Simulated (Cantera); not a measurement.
A Cantera script and its output.

```python
import numpy as np
import cantera as ct

gas = ct.Solution("gri30.yaml")


def delay(T, t_max=10):
    gas.TPX = T, 46000, {'CH4': 1, 'H2': 0.62, 'O2': 1.1, 'N2': 4.14}
    reactor = ct.IdealGasConstPressureReactor(gas, clone=False)
    net = ct.ReactorNet([reactor])
    net.rtol, net.atol = 1e-8, 1e-16
    while net.time < t_max:
        t_old, T_old = net.time, reactor.T
        net.step()
        if reactor.T > T + 400:  # ignition: a rise of 400 K
            return t_old + (T + 400 - T_old) / (reactor.T - T_old) * (net.time - t_old)
    return np.nan


taus = []
for T in [1175, 1225, 1275, 1325, 1375, 1425]:
    taus.append(delay(T))
    print(f"T0 = {T:6g} K   tau = {taus[-1]:.4e} s")
```

It prints:

```
T0 =   1175 K   tau = 6.9186e-03 s
T0 =   1225 K   tau = 4.3191e-03 s
T0 =   1275 K   tau = 2.7687e-03 s
T0 =   1325 K   tau = 1.8241e-03 s
T0 =   1375 K   tau = 1.2362e-03 s
T0 =   1425 K   tau = 8.6190e-04 s
```

Detailed kinetics in Cantera: GRI-Mech 3.0 (53 species, 325 reactions).
